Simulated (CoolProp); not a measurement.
Vapour-liquid equilibrium of propane (1) + isopentane (2) at 0.0782 MPa; x and y are mole fractions of (1).

The numbers come from the multi-fluid Helmholtz-energy mixture model, Lemmon 2009 and Lemmon 2006; pair parameters Kunz 2012 in CoolProp.

### Question
Give the bubble temperature and the first vapour's composition at x = 0.2, 0.65, 0.8. Is there an azeotrope?

### Answer
x = 0.2: -16.5 °C, y = 0.827; x = 0.65: -39.3 °C, y = 0.975; x = 0.8: -43.3 °C, y = 0.988. No azeotrope shows between x = 0.05 and 0.95.

The pair parameters rest on a limited set of measurements; away from them the model extrapolates.
